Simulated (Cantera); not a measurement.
A perfectly stirred reactor is fed with CH4 : H2O = 1 : 0.38 (molar parts), at 3380 Torr; it is held at 2050 K, and followed from long to short residence time.

Model: GRI-Mech 3.0 (53 species, 325 reactions), integrated in Cantera. GRI-Mech 3.0 stops at C3 and has no aromatics, soot or wall deposition, so with more carbon than oxygen in the feed, carbon stays in small species such as C2H2 where larger ones or solid carbon would form.

Question: Predict: x(CH4) at τ = 0.730 s; x(H2O) at τ = 0.730 s; x(H) at τ = 0.730 s; x(H2) at τ = 0.730 s; x(C2H6) at τ = 0.730 s; x(CH4) at τ = 26.0 ms; x(H2O) at τ = 26.0 ms; x(H) at τ = 26.0 ms; x(H2) at τ = 26.0 ms; x(C2H6) at τ = 26.0 ms.

Answer: x(CH4) at τ = 0.730 s: 0.0114
x(H2O) at τ = 0.730 s: 0.00140
x(H) at τ = 0.730 s: 0.000926
x(H2) at τ = 0.730 s: 0.739
x(C2H6) at τ = 0.730 s: 2.74e-6
x(CH4) at τ = 26.0 ms: 0.0234
x(H2O) at τ = 26.0 ms: 0.0281
x(H) at τ = 26.0 ms: 0.000901
x(H2) at τ = 26.0 ms: 0.710
x(C2H6) at τ = 26.0 ms: 9.09e-6
